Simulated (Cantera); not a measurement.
**Equilibrium for fluorocarbon and chlorocarbon gases: CH₃Cl + Si**

Feed: 1 mol CH₃Cl, a varied amount of Si, at 2200 K and 10.0 mbar.

Method: chemical equilibrium by Gibbs-energy minimisation in Cantera with the NASA 1993 tables (ideal gas, pure condensed phases). Candidate condensed phases: C, C₆H₆, C₇H₈, C₈H₁₈, Si, SiC; 109 gas species. The tables' values for SiCl, SiCl₃ are old estimates; treat these amounts as uncertain. Gases not in the tables: Si₂H₆ and higher silanes. Kinetics and transport are ignored.

At 0.062 mol Si the condensed part is C(graphite). From 0.16 mol Si to 1.1 mol Si the condensed part is C(graphite) + SiC(s). The main Si-bearing gas is SiCl₂ throughout. The share of Si in condensed phases is highest at 1.1 mol Si (89.0 %) and lowest at 0.062 mol Si (0.0 %).

```
n(Si) (mol)   x H₂  x HCl  x SiCl₂     x H    x Cl  n C(graphite)  n SiC(s)
-----------  -----  -----  -------  ------  ------  -------------  --------
0.062        0.501  0.404   0.0268  0.0399  0.0234          0.994         0
0.16         0.522  0.357   0.0506  0.0407  0.0203          0.953    0.0391
0.26         0.522  0.357   0.0506  0.0407  0.0203          0.853     0.139
0.36         0.522  0.357   0.0506  0.0407  0.0203          0.753     0.239
0.46         0.522  0.357   0.0506  0.0407  0.0203          0.653     0.339
0.56         0.522  0.357   0.0506  0.0407  0.0203          0.553     0.439
0.66         0.522  0.357   0.0506  0.0407  0.0203          0.453     0.539
0.76         0.522  0.357   0.0506  0.0407  0.0203          0.353     0.639
0.86         0.522  0.357   0.0506  0.0407  0.0203          0.253     0.739
0.96         0.522  0.357   0.0506  0.0407  0.0203          0.153     0.839
1.1          0.522  0.357   0.0506  0.0407  0.0203         0.0132     0.979
```
x: gas mole fraction; n: condensed amount in mol.
